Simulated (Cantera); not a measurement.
A Cantera script and its output.

```python
import numpy as np
import cantera as ct

gas = ct.Solution("gri30.yaml")
gas.TPX = 1425, 270, {'C2H6': 1, 'N2': 87}
inlet = ct.Reservoir(gas, clone=True)

reactor = ct.IdealGasConstPressureReactor(gas, energy="off", clone=False)
exhaust = ct.Reservoir(gas, clone=True)
tau = [27, 9.6, 3.5, 1.2, 0.45, 0.16, 0.059, 0.021, 0.0077, 0.0028, 0.001][0]
for a, b in ((inlet, reactor), (reactor, exhaust)):
    ct.MassFlowController(a, b, mdot=lambda t: reactor.mass / tau)
net = ct.ReactorNet([reactor])
show = ['C2H6', 'C2H4', 'CH2', 'C2H', 'H2', 'H']

rows = []
print(f"{'tau/s':>10s}{'T/K':>9s}" + "".join(f"{s:>11s}" for s in show))
for tau in [27, 9.6, 3.5, 1.2, 0.45, 0.16, 0.059, 0.021, 0.0077, 0.0028, 0.001]:
    net.initial_time = 0.0
    net.advance(30 * tau)
    before = gas.X
    net.advance(40 * tau)
    drift = np.max(np.abs(gas.X - before) / (gas.X + 1e-9))
    rows.append([gas.T, *gas[show].X, drift])
    print(f"{tau:10.3e}{gas.T:9.1f}" + "".join(f"{x:11.3e}" for x in gas[show].X))
```

It prints:

```
     tau/s      T/K       C2H6       C2H4        CH2        C2H         H2          H
 2.700e+01   1425.0  1.923e-05  1.077e-04  3.261e-07  5.803e-08  2.025e-02  9.820e-05
 9.600e+00   1425.0  5.064e-05  2.671e-04  5.333e-07  6.271e-08  1.927e-02  1.056e-04
 3.500e+00   1425.0  1.292e-04  6.230e-04  8.369e-07  6.727e-08  1.788e-02  1.135e-04
 1.200e+00   1425.0  3.452e-04  1.418e-03  1.299e-06  7.012e-08  1.576e-02  1.220e-04
 4.500e-01   1425.0  8.403e-04  2.662e-03  1.852e-06  6.648e-08  1.309e-02  1.272e-04
 1.600e-01   1425.0  2.092e-03  4.094e-03  2.439e-06  4.966e-08  9.527e-03  1.240e-04
 5.900e-02   1425.0  4.624e-03  4.127e-03  2.594e-06  2.335e-08  5.679e-03  1.044e-04
 2.100e-02   1425.0  8.255e-03  2.045e-03  1.822e-06  4.578e-09  2.122e-03  6.586e-05
 7.700e-03   1425.0  1.051e-02  4.275e-04  6.649e-07  2.278e-10  4.053e-04  2.750e-05
 2.800e-03   1425.0  1.117e-02  3.523e-05  9.334e-08  3.013e-13  3.108e-05  5.495e-06
 1.000e-03   1425.0  1.131e-02  1.702e-06  5.700e-09  6.017e-17  1.212e-06  5.942e-07
```

Cantera simulation using GRI-Mech 3.0 (53 species, 325 reactions); the numbers are that mechanism's predictions, not measurements. GRI-Mech 3.0 stops at C3 and has no aromatics, soot or wall deposition, so with more carbon than oxygen in the feed, carbon stays in small species such as C2H2 where larger ones or solid carbon would form. Radical loss at walls, strong at low pressure, is not modelled.
